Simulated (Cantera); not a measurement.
A perfectly stirred reactor is fed with 27.3 % H2, 60.7 % O2, 10.9 % N2, 1.09 % H2O, equivalence ratio 0.23, at 3.08 Torr; it is held at 1048 K, and followed from long to short residence time.

Computed with Cantera and the H2/O2 subset of GRI-Mech 3.0, which has no nitrogen chemistry. Radical loss at walls, strong at low pressure, is not modelled. The temperature is held fixed by assumption; the heat of reaction is taken as removed at once.

x: mole fraction; the columns are a selection and need not sum to one.

```
τ (s)      x H2   x O2      x O     x OH    x HO2   x H2O2
------  -------  -----  -------  -------  -------  -------
1.2     0.00319  0.539  0.00623  0.00243  4.18e-6  2.00e-7
0.39    0.00626  0.533   0.0124  0.00348  4.47e-6  1.77e-7
0.12     0.0119  0.521   0.0235  0.00483  4.39e-6  1.42e-7
0.039    0.0203  0.507   0.0357  0.00604  3.97e-6  1.13e-7
0.013       ___  0.502      ___      ___      ___  1.07e-7
0.0040      ___  0.514      ___      ___      ___      ___
0.0013    0.145  0.548   0.0207  0.00661  2.60e-6  1.11e-7
```

**Question.** Complete the blanks.

**Answer.** 
- 0.013, x H2: 0.0340
- 0.013, x O: 0.0405
- 0.013, x OH: 0.00702
- 0.013, x HO2: 3.57e-6
- 0.0040, x H2: 0.0680
- 0.0040, x O: 0.0344
- 0.0040, x OH: 0.00779
- 0.0040, x HO2: 3.20e-6
- 0.0040, x H2O2: 1.21e-7
